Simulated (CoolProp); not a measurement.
A simple Rankine cycle with propylene: condensing at 312.15 K, boiler at 3.33 MPa, turbine inlet 387.2 K, turbine efficiency 0.6, pump efficiency 0.7, no recuperator. Each further row changes one setting.

Computed with CoolProp (reference Helmholtz-energy equation of state, Lemmon 2013).

| case | thermal efficiency (%) | net work (kJ/kg) | heat in (kJ/kg) | turbine exit temperature (K) | volume ratio over the turbine |
|---|---|---|---|---|---|
| as stated | 4.9 | 20.3 | 418 | [?] | 2.15 |
| turbine inlet 407.2 K | 4.9 | [?] | 464 | 378.8 | [?] |
| condensing temperature 304.15 K | 5.9 | [?] | 439 | 350.2 | 2.60 |
| boiler pressure 2.33 MPa | [?] | 12.0 | 443 | 373.4 | [?] |
| turbine efficiency 0.5 | [?] | [?] | 418 | 358.9 | 2.17 |

Problem. Complete the blanks.

Solution. 
- as stated, turbine exit temperature (K): 356.7
- turbine inlet 407.2 K, net work (kJ/kg): 23.0
- turbine inlet 407.2 K, volume ratio over the turbine: 2.11
- condensing temperature 304.15 K, net work (kJ/kg): 26.1
- boiler pressure 2.33 MPa, thermal efficiency (%): 2.7
- boiler pressure 2.33 MPa, volume ratio over the turbine: 1.46
- turbine efficiency 0.5, thermal efficiency (%): 3.8
- turbine efficiency 0.5, net work (kJ/kg): 16.0
